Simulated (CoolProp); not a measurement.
Model: reference Helmholtz-energy equation of state, Thol 2016, in CoolProp.

Problem. Give the vapour pressure (MPa), vapour Z, surface tension (mN/m), vapour viscosity (µPa s) of saturated R1234ze(E) at 253.3, 311.9, 355.8 K.

Solution. 
```json
[
 {"T (K)": "253.3", "p (MPa)": "0.0975", "vapour Z": "0.959", "surface tension (mN/m)": "16.0", "vapour viscosity (µPa s)": "10.5"},
 {"T (K)": "311.9", "p (MPa)": "0.741", "vapour Z": "0.830", "surface tension (mN/m)": "7.08", "vapour viscosity (µPa s)": "13.1"},
 {"T (K)": "355.8", "p (MPa)": "2.12", "vapour Z": "0.632", "surface tension (mN/m)": "2.04", "vapour viscosity (µPa s)": "16.4"}
]
```

Viscosity comes from a separate model (Bell 2016), an estimate that may be off by 10 % or more. Surface tension comes from a separate correlation (Mulero 2014).
